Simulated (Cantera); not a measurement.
An isothermal, constant-pressure homogeneous reactor starts with H2 : O2 : N2 = 0.016 : 1 : 1.1 (molar parts), equivalence ratio 0.0080, at 925 K and 6.15 Torr.

Cantera simulation using the H2/O2 subset of GRI-Mech 3.0, which has no nitrogen chemistry; the numbers are that mechanism's predictions, not measurements. Radical loss at walls, strong at low pressure, is not modelled. Below about 950 K walls govern HO2 and H2O2 in real vessels.

One state of this run: x H2 = 3.11e-5; x O2 = 0.470; x OH = 0.000103; x H2O2 = 8.67e-9; x HO2 = 9.21e-7; x H2O = 0.00744; x H = 0.000125. x: mole fraction; the columns are a selection and need not sum to one.

### Question
Which value of t (s) does it belong to?
A. 0.280
B. 0.000765
C. 0.748
D. 0.105

### Answer
A, 0.280
